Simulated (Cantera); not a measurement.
Feed: 1 mol SiH₄, 0.51 mol Cl₂, 120 mol H₂, 0.06 mol HCl, equilibrated at 0.860 bar.

Cantera equilibrium calculation (NASA polynomials, part measured and part estimated; ideal gas, pure solids and liquids). Candidate condensed phases: Si; 19 gas species. Kinetics and transport are ignored. All values below are at 925 K.

Base state: H₂ 0.996, HCl 0.00178, SiHCl₃ 0.00130, SiCl₄ 0.000642, SiH₂Cl₂ 0.000260, SiH₃Cl 1.28e-5 (mole fractions); condensed: Si(s).

### Question
What changes in the equilibrium state with this change: SiH₄ replaced by SiH₂Cl₂?

### Answer
| species | before | after |
|---|---|---|
| H₂ | 0.996 | 0.991 |
| SiHCl₃ | 0.00130 | 0.00372 |
| SiCl₄ | 0.000642 | 0.00261 |
| SiCl₃ | 8.63e-6 | 2.47e-5 |
| SiH₂Cl₂ | 0.000260 | 0.000522 |
| HCl | 0.00178 | 0.00252 |
| Si(s), mol | 0.727 | 0.159 |
The tables' values for SiCl₃ are old estimates; treat these amounts as uncertain.
